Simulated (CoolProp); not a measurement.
Model: reference Helmholtz-energy equation of state, Schroeder 2014, in CoolProp.

Question: For ethanol, give the phase and the density (kg/m³), speed of sound (m/s), conductivity (mW/(m K)), Prandtl number at 315.9 K and 9.9 bar; 467.9 K and 9.9 bar.

Answer: 
- 315.9 K and 9.9 bar: liquid; density 771, speed of sound 1090, conductivity 161, Prandtl number 12.6
- 467.9 K and 9.9 bar: gas; density 12.8, speed of sound 287, conductivity 36.1, Prandtl number 0.889

Viscosity comes from a separate model (Kiselev 2005). Thermal conductivity comes from a separate model (Assael 2013).
